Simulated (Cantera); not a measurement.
Source: NASA polynomial tables (part measured, part estimated), evaluated in Cantera. Values are per mole of reaction as written; species without (g) are pure solids or liquids, kept so even where they would boil at 1 bar.

Si2C(g) + CCl4(g) = 2 SiCl2(g) + 2 C

| T (K) | ΔH° (kJ) | ΔS° (J/K) | ΔG° (kJ) | log10 K |
|---|---|---|---|---|
| 300 | … | … | … | … |
| 550 | … | … | … | … |
| 750 | -781.2 | 12.9 | -790.9 | 55.08 |
| 950 | -782.5 | 11.4 | -793.3 | 43.62 |
| 1150 | … | … | … | … |
| 1350 | -784.3 | 9.8 | -797.5 | 30.86 |
| 1550 | -785.0 | 9.3 | -799.4 | 26.94 |
| 1750 | -785.7 | 8.9 | -801.2 | 23.91 |
| 1950 | -786.3 | 8.6 | -802.9 | 21.51 |
| 2150 | -786.9 | 8.2 | -804.6 | 19.55 |
| 2350 | -787.6 | 7.9 | -806.2 | 17.92 |
| 2550 | … | … | … | … |

**Question.** Fill in the missing entries.

**Answer.** 
- 300, ΔH° (kJ): -777.0
- 300, ΔS° (J/K): 21.7
- 300, ΔG° (kJ): -783.5
- 300, log10 K: 136.42
- 550, ΔH° (kJ): -779.6
- 550, ΔS° (J/K): 15.4
- 550, ΔG° (kJ): -788.1
- 550, log10 K: 74.84
- 1150, ΔH° (kJ): -783.5
- 1150, ΔS° (J/K): 10.4
- 1150, ΔG° (kJ): -795.5
- 1150, log10 K: 36.13
- 2550, ΔH° (kJ): -788.3
- 2550, ΔS° (J/K): 7.6
- 2550, ΔG° (kJ): -807.8
- 2550, log10 K: 16.55
